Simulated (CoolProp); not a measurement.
A simple Rankine cycle with cyclohexane: condensing at 332.15 K, boiler at 1.07 MPa, turbine inlet 609.3 K, turbine efficiency 0.65, pump efficiency 0.7, no recuperator. Each further row changes one setting.

Values from CoolProp's reference Helmholtz-energy equation of state, Zhou 2014.

```json
[
 {"case": "as stated", "thermal efficiency (%)": "11.4", "net work (kJ/kg)": "[?]", "heat in (kJ/kg)": "943", "turbine exit temperature (K)": "562.6", "volume ratio over the turbine": "21.1"},
 {"case": "condensing temperature 324.15 K", "thermal efficiency (%)": "12.3", "net work (kJ/kg)": "118", "heat in (kJ/kg)": "[?]", "turbine exit temperature (K)": "558.6", "volume ratio over the turbine": "27.9"},
 {"case": "boiler pressure 0.749 MPa", "thermal efficiency (%)": "[?]", "net work (kJ/kg)": "97.2", "heat in (kJ/kg)": "948", "turbine exit temperature (K)": "568.7", "volume ratio over the turbine": "[?]"},
 {"case": "turbine efficiency 0.55", "thermal efficiency (%)": "9.7", "net work (kJ/kg)": "91.1", "heat in (kJ/kg)": "943", "turbine exit temperature (K)": "569.2", "volume ratio over the turbine": "21.3"}
]
```

### Question
Fill in the missing entries.

### Answer

- as stated, net work (kJ/kg): 108
- condensing temperature 324.15 K, heat in (kJ/kg): 959
- boiler pressure 0.749 MPa, thermal efficiency (%): 10.3
- boiler pressure 0.749 MPa, volume ratio over the turbine: 14.6
